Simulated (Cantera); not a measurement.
Input (Python, Cantera) and output of one run.

```python
import numpy as np
import cantera as ct

gas_names = """
    F FO FO2 F2 F2O H HF HOF HO2 H2 H2F2 H2O H2O2 H3F3 H4F4 H5F5 H6F6 H7F7 O OH O2 O3
""".split()
cond_names = """
    H2O(s) H2O(L)
""".split()


# ... load() reads the species with a 1 bar reference pressure and builds the phases ...
atoms = {
    'HF': {'H': 1, 'F': 1},
    'O2': {'O': 2},
}
top_T = {}  # K; cautious upper limits of use, not melting points


# ... equilibrate(T, P, feed) seeds the gas with the atoms and calls Mixture.equilibrate('TP', solver="vcs", rtol=1e-11, max_steps=5000) ...
results = []
feed = {'HF': 1, 'O2': 0.62}  # mol
T = 2873  # K
P = 133.322  # Pa
mix = equilibrate(T, P, feed)
results.append((T, P, feed, dict(zip(mix.species_names, mix.species_moles))))
x = sorted(zip(gas.X, gas.species_names), reverse=True)
print(f"T = {T:g} K  P = {P:g} Pa  gas = {mix.phase_moles(0):.4g} mol")
print("   x: " + "  ".join(f"{s} {v:.3e}" for v, s in x if v > 1e-06))
print("   condensed (mol): " + ("  ".join(f"{mix.phase(i).name} {mix.phase_moles(i):.4g}"
      for i in range(1, mix.n_phases) if mix.phase_moles(i) > 1e-12) or "none"))
```

It prints:

```
T = 2873 K  P = 133.322 Pa  gas = 2.384 mol
   x: O 4.201e-01  HF 3.028e-01  F 1.166e-01  H 1.047e-01  O2 4.557e-02  OH 8.530e-03  H2 1.324e-03  H2O 3.598e-04
   condensed (mol): none
```

Method: chemical equilibrium by Gibbs-energy minimisation in Cantera with the NASA 1993 tables (ideal gas, pure condensed phases).
